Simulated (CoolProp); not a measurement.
R236FA along the isobar 16600 kPa: density (kg/m³) from the reference equation and from simpler models built on Tc = 124.9 °C, pc = 3191 kPa, ω = 0.377; each cubic takes its own stable root.

Values from CoolProp's reference Helmholtz-energy equation of state, Pan 2012.

| T (°C) | phase | reference | van der Waals | Soave-Redlich-Kwong | Peng-Robinson |
|---|---|---|---|---|---|
| -59.45 | liquid | [?] | 999.7 | 1480 | 1659 |
| -46.15 | liquid | 1609 | [?] | 1458 | 1636 |
| -32.85 | liquid | 1576 | 975.4 | 1435 | 1610 |
| -19.55 | liquid | 1542 | 963.0 | 1411 | [?] |
| -6.25 | liquid | 1507 | 950.4 | 1385 | 1555 |
| 7.05 | liquid | [?] | 937.6 | 1358 | 1525 |
| 20.35 | liquid | 1438 | [?] | 1329 | 1492 |
| 33.65 | liquid | 1403 | 911.4 | 1298 | 1458 |
| 46.95 | liquid | [?] | 898.0 | 1266 | [?] |
| 60.35 | liquid | 1329 | 884.3 | 1232 | 1383 |
| 73.65 | liquid | 1292 | 870.5 | 1197 | 1342 |
| 86.95 | liquid | 1254 | 856.5 | 1159 | 1298 |
| 100.25 | liquid | 1214 | 842.3 | 1121 | 1253 |
| 113.55 | liquid | 1174 | 827.8 | 1080 | 1205 |
| 126.85 | supercritical | 1133 | 813.2 | 1038 | [?] |

Question: Some entries are withheld; supply them.

Answer: 
- -59.45, reference: 1643
- -46.15, van der Waals: 987.6
- -19.55, Peng-Robinson: 1584
- 7.05, reference: 1473
- 20.35, van der Waals: 924.6
- 46.95, reference: 1366
- 46.95, Peng-Robinson: 1422
- 126.85, Peng-Robinson: 1156
